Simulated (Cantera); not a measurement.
A closed system holds: 1 mol Si₂Cl₆, 0.023 mol HCl, 180 mol H₂, at 800 °C and 1.00 bar.

Cantera equilibrium calculation (NASA polynomials, part measured and part estimated; ideal gas, pure solids and liquids). Candidate condensed phases: Si; 19 gas species. The feed counts by its element totals alone. The tables' values for SiCl₃ are old estimates; treat these amounts as uncertain. Rates play no part.

Base state: H₂ 0.984, HCl 0.00870, SiHCl₃ 0.00381, SiCl₄ 0.00275, SiH₂Cl₂ 0.000617, SiCl₃ 0.000160, SiCl₂ 0.000150, SiH₃Cl 2.62e-5 (mole fractions); condensed: Si(s).

### Question
What changes in the equilibrium state with this change: HCl from 0.023 to 1.5 mol?

### Answer
| species | before | after |
|---|---|---|
| H₂ | 0.984 | 0.981 |
| HCl | 0.00870 | 0.00937 |
| SiHCl₃ | 0.00381 | 0.00478 |
| SiCl₄ | 0.00275 | 0.00372 |
| SiCl₃ | 0.000160 | 0.000202 |
| SiCl₂ | 0.000150 | 0.000174 |
| Si(s), mol | 0.636 | 0.240 |
